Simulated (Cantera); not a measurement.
A freely propagating, adiabatic, planar premixed flame of CH₄ : CO : O₂ : N₂ = 1 : 0.055 : 1.56 : 7.02 (molar parts), unburnt at 350 K and 10.0 bar; mixture-averaged transport, grid criteria slope 0.08 and curve 0.16, no radiation.

Detailed kinetics in Cantera: GRI-Mech 3.0 (53 species, 325 reactions). Burning velocities carry a grid error of a few per cent, more on coarse grids.

x: mole fraction of selected species; z is measured from the peak of heat release.

| z (mm) | T (K) | u (m/s) | x CH₄ | x CO | x O₂ | x NO₂ | x C₂H₂ | x H₂O₂ |
|---|---|---|---|---|---|---|---|---|
| -0.782 | 350 | 0.0606 | 0.104 | 0.00571 | 0.162 | <1e-8 | 2.90e-8 | 3.56e-8 |
| -0.521 | 358 | 0.0620 | 0.103 | 0.00581 | 0.161 | <1e-8 | 7.74e-7 | 6.30e-7 |
| -0.391 | 388 | 0.0676 | 0.100 | 0.00638 | 0.158 | 1.03e-8 | 5.79e-6 | 3.58e-6 |
| -0.261 | 539 | 0.0947 | 0.0907 | 0.00979 | 0.146 | ? | 4.47e-5 | 1.99e-5 |
| -0.130 | 1022 | 0.182 | 0.0597 | 0.0241 | 0.102 | ? | 0.000259 | 6.51e-5 |
| -0.0652 | 1402 | 0.252 | 0.0339 | 0.0379 | 0.0609 | ? | 0.000530 | 1.35e-5 |
| 0 | 1739 | 0.314 | 0.0119 | 0.0501 | 0.0225 | <1e-8 | 0.00123 | 1.74e-6 |
| 0.0652 | 1886 | 0.340 | 0.00450 | 0.0525 | 0.00611 | <1e-8 | 0.00162 | 4.51e-7 |
| 0.130 | 1927 | 0.347 | 0.00286 | 0.0515 | 0.00197 | <1e-8 | 0.00151 | 1.09e-7 |
| 0.261 | 1944 | 0.350 | 0.00200 | 0.0502 | 0.000350 | <1e-8 | 0.00131 | 1.29e-8 |
| 0.521 | 1946 | 0.350 | 0.00139 | 0.0497 | 2.64e-5 | <1e-8 | 0.00106 | <1e-8 |
| 1.04 | 1943 | 0.350 | 0.000844 | 0.0507 | 3.12e-7 | <1e-8 | 0.000673 | <1e-8 |
| 2.09 | 1940 | 0.350 | 0.000393 | 0.0523 | 5.35e-8 | <1e-8 | 0.000259 | <1e-8 |

Task: Complete the blanks.

Result: 
- -0.261, x NO₂: 7.27e-8
- -0.130, x NO₂: 2.62e-7
- -0.0652, x NO₂: 1.04e-7
